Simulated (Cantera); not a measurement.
A freely propagating, adiabatic, planar premixed flame of H2 : O2 : N2 = 1 : 0.312 : 1.17 (molar parts), unburnt at 498 K and 2100 Torr; mixture-averaged transport, grid criteria slope 0.08 and curve 0.16, no radiation.

Computed with Cantera and the H2/O2 subset of GRI-Mech 3.0, which has no nitrogen chemistry. The hydrogen kinetics of GRI-Mech 3.0 are dated; newer H2 mechanisms differ, most at raised pressure. Burning velocities carry a grid error of a few per cent, more on coarse grids.

Problem. Predict: laminar burning velocity; thermal thickness; peak x(HO2); peak x(O); peak x(H2O2); peak x(H).

Solution. 
```
Property                    Result
------------------------  --------
laminar burning velocity  695 cm/s
thermal thickness         0.108 mm
peak x(HO2)               0.000728
peak x(O)                  0.00474
peak x(H2O2)               5.91e-5
peak x(H)                   0.0662
```
